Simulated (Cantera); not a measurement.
## Chemical vapour transport: Al2O3 + H2O

A closed system holds: 1 mol Al2O3, 0.88 mol H2O, equilibrated at 627 °C and 203 Torr.

Cantera equilibrium calculation (NASA polynomials, part measured and part estimated; ideal gas, pure solids and liquids). Candidate condensed phases: Al, Al2O3, H2O; 19 gas species. Rates play no part.

x(H2O): 1.00
n(Al2O3(s)): 1.00 mol
gas amount: 0.8800 mol
log10 activity of Al(s) (absent): -34.26
